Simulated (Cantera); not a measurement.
Standard-state values (1 bar) from the NASA 1993 polynomials, evaluated with Cantera. Values are per mole of reaction as written; species without (g) are pure solids or liquids, kept so even where they would boil at 1 bar.

a) Nb + O2(g) ⇌ NbO2(g)
b) 4 Al + O2(g) ⇌ 2 Al2O(g)
c) 2 Ti + O2(g) ⇌ 2 TiO(g)

Task: Order these by ΔG° at 1550 K, most negative first.

Result: b (-513 kJ), a (-239 kJ), c (-176 kJ)
